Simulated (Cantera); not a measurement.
A closed system holds: 1 mol Si2H6, 0.1 mol O2, equilibrated at 925 °C and 1.33 mbar.

These are equilibrium values from Cantera (NASA tables, ideal gas, pure condensed phases), not measurements of a reactor. Candidate condensed phases: H2O, Si, SiO2; 18 gas species. The feed counts by its element totals alone. Mutual solubility and eutectic melting of coexisting phases are not modelled. The tables hold silica as quartz up to 1696 K and as liquid above; real silica turns to tridymite and cristobalite and melts near 1996 K. Equilibrium is a limit: real reactors are often held back by kinetics, nucleation or transport.

Base state: H2 1.000, SiO 0.000380 (mole fractions); condensed: Si(s) + SiO2(β-quartz).

What changes in the equilibrium state with this change: O2 from 0.1 to 3.6 mol?


| species | before | after |
|---|---|---|
| H2O | 5.61e-8 | 0.968 |
| O2 | <1e-9 | 0.0323 |
| OH | <1e-9 | 2.97e-5 |
| H2 | 1.000 | 1.80e-6 |
| SiO | 0.000380 | <1e-9 |
| Si(s), mol | 1.90 | 0 |
| SiO2(β-quartz), mol | 0.0994 | 2.00 |
